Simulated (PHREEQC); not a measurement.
1 kg of water holding 0.024 mol KCl and 0.02 mol Na2SO4 is evaporated at 30 °C; the solids stay in contact with the brine. The system is closed to CO2. Only these solids could form: Arcanite, Glaserite, Halite, Mirabilite, Misenite, Sylvite, Thenardite.

The series has 28 steps of water left (kg), from 1 to 0.005012.

The numbers come from PHREEQC with the Pitzer model, pitzer.dat.

### Question
Which solids form, in which order, and at which step of the series does each first stand?

### Answer
Glaserite from water left = 0.01627 kg; Thenardite from water left = 0.005012 kg.
